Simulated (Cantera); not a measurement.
Input: 1 mol Hg, 0.29 mol H₂, equilibrated at 823 K and 21.0 Pa.

Equilibrium computed with Cantera from the NASA thermochemical tables; the gas is ideal and each condensed phase is pure. Candidate condensed phases: Hg; 3 gas species. Equilibrium is a limit: real reactors are often held back by kinetics, nucleation or transport.

Base state: Hg 0.775, H₂ 0.225 (mole fractions); condensed: gas only.

What changes in the equilibrium state with this change: Hg replaced by PbO?


```tsv
species	before	after
H₂O	0	0.999
Pb	0	0.000639
H₂	0.225	7.06e-5
Hg	0.775	0
Pb(l), mol	0	0.290
PbO(yellow), mol	0	0.710
```
Further candidate phases: H₂O, Pb, PbO, PbO₂, Pb₃O₄.
